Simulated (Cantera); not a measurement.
# Thermodynamics of halide evaporation, hydrolysis and transport, feed SrCl₂ + O₂ + H₂

Input: 1 mol SrCl₂, 0.1 mol O₂, 4.2 mol H₂, held at 1648 K and 21.0 Pa.

These are equilibrium values from Cantera (NASA tables, ideal gas, pure condensed phases), not measurements of a reactor. Candidate condensed phases: H₂O, Sr, SrCl₂, SrO, Sr(OH)₂; 20 gas species. Condensed phases not in the tables: oxide chlorides. The numbers say what is thermodynamically allowed, not how fast it happens.

```json
{
 "x(H₂)": "0.762",
 "x(SrCl₂)": "0.181",
 "x(H₂O)": "0.0305",
 "x(HCl)": "0.0185",
 "x(H)": "0.00536",
 "x(SrCl)": "0.00252",
 "x(Sr)": "0.000269",
 "x(Cl)": "0.000102",
 "x(SrOH)": "2.46e-5",
 "n(SrO(s))": "0.0406 mol",
 "gas_amount": "5.222 mol",
 "log10 activity of SrCl₂(l) (absent)": "-1.96",
 "log10 activity of Sr(OH)₂(l) (absent)": "-6.67",
 "log10 activity of Sr(l) (absent)": "-7.19"
}
```
